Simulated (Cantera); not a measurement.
Gas mixture: 37.9 % N₂O, 62.1 % NO, at 0.370 bar, frozen composition.

Cantera's kinetic-theory transport with the Lennard-Jones parameters of GRI-Mech 3.0, ideal gas; thermal conductivity in the mixture-averaged form. The composition is frozen, though it would react at the higher temperatures.

One state of this run: ρ (kg/m³) = 0.286; cp (J/kg/K) = 1049; μ (µPa s) = 27.4; λ (mW/m/K) = 40.0; Pr = 0.719; D (cm²/s) OH = 2.23; D (cm²/s) H = 8.98; D (cm²/s) NH₃ = 1.66. D: mixture-averaged diffusion coefficient of that species in the mixture.

Task: Which value of T (K) does it belong to?
(A) 1150
(B) 1000
(C) 550
(D) 1450

Result: C, 550
